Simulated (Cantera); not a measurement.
An isothermal, constant-pressure homogeneous reactor starts with N₂O : H₂O = 1 : 0.18 (molar parts), at 1500 K and 135 Torr. Integrator tolerance rtol = 1e-08.

Detailed kinetics in Cantera: GRI-Mech 3.0 (53 species, 325 reactions). GRI-Mech 3.0 was tuned for natural gas; its chemistry of N2O as a main component is partial and can be far from experiment. The temperature is held fixed by assumption; the heat of reaction is taken as removed at once.

Task: What does this change do: H2O 0.18 to 1.2 parts?

Result: 
```tsv
quantity	before	after
x(N₂O) at 60.0 s	1.78e-6 (gas-phase equilibrium 2.87e-8)	1.68e-7 (gas-phase equilibrium 1.41e-8)
x(H₂O) at 60.0 s	0.107 (gas-phase equilibrium 0.107)	0.444 (gas-phase equilibrium 0.444)
x(H₂) at 60.0 s	9.63e-7 (gas-phase equilibrium 8.82e-7)	4.91e-6 (gas-phase equilibrium 4.64e-6)
x(OH) at 60.0 s	0.000130 (gas-phase equilibrium 0.000136)	0.000239 (gas-phase equilibrium 0.000246)
x(NO) at 60.0 s	0.0947 (gas-phase equilibrium 0.00127)	0.0397 (gas-phase equilibrium 0.000790)
x(N₂) at 60.0 s	0.548 (gas-phase equilibrium 0.595)	0.350 (gas-phase equilibrium 0.370)
```
